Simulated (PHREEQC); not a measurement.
A solution holds 0.008 mol CuCl2, 0.00088 mol HBF4 and 0.0019 mol ZnCl2 per kg of water, at 25 °C. Closed to the air; pH follows from the charge balance.

Equilibrium calculation in PHREEQC: ion-association model, wateq4f.dat.

Precipitation was switched off in this run.

**Question.** Order these F species by the share of F that they hold, largest first: HF, CuF+, F-, BF4-, BF3OH-.

**Answer.** HF (44 %), F- (30 %), BF4- (18 %), BF3OH- (3.1 %), CuF+ (2.2 %)

The pH is 2.92 and the ionic strength 0.0303 mol/kgw. Real BF4- forms and hydrolyses slowly; the run takes it at equilibrium.
